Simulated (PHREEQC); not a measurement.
Dissolve 0.0093 mol/kgw NaHSO4 and 0.095 mol/kgw Na2CO3 at 15 °C. Closed to the air; pH follows from the charge balance.

Computed with PHREEQC (ion-association model, phreeqc.dat).

```
Item                          Value
--------------------  -------------
pH                            10.81
ionic strength        0.229 mol/kgw
specific conductance    10200 µS/cm
density                 1.010 g/cm³
total alkalinity         181 meq/kg
```

```tsv
species	molality	activity	log γ
Na+	0.167	0.124	-0.128
CO3-2	0.0548	0.0165	-0.521
NaCO3-	0.0305	0.0227	-0.128
HCO3-	0.00924	0.00685	-0.130
SO4-2	0.00761	0.00215	-0.548
NaSO4-	0.00169	0.00126	-0.130
NaHCO3	0.000481	0.000507	0.023
OH-	0.000418	0.000293	-0.155
CO2	2.64e-7	2.79e-7	0.023
```

No solid was allowed to form. Species that the database lacks are ignored.
